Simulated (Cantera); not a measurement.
Feed: 1 mol Fe₂O₃, 3 mol HCl, held at 800 K and 0.160 bar.

Cantera equilibrium calculation (NASA polynomials, part measured and part estimated; ideal gas, pure solids and liquids). Condensed phases not in the tables: FeOCl. Rates play no part.

```tsv
species	before	after
HCl	0.962	0.883
H₂O	0.0241	0.0651
FeCl₃	0.0110	0.0274
FeCl₂	0.000284	0.0160
O₂	<1e-9	0.000136
Cl	2.89e-7	0.000592
Fe₂Cl₆	0.00240	2.85e-5
Cl₂	0.000153	0.00747
Fe₂Cl₄	1.11e-5	4.98e-5
Fe₂O₃(s), mol	0.976	0.935
```
Gas species are given as mole fractions.

Problem. What was changed between the two runs?
A. temperature from 800 K to 1675 K
B. temperature from 800 K to 1150 K
C. temperature from 800 K to 775 K
D. temperature from 800 K to 948.15 K

Solution. B, temperature from 800 K to 1150 K
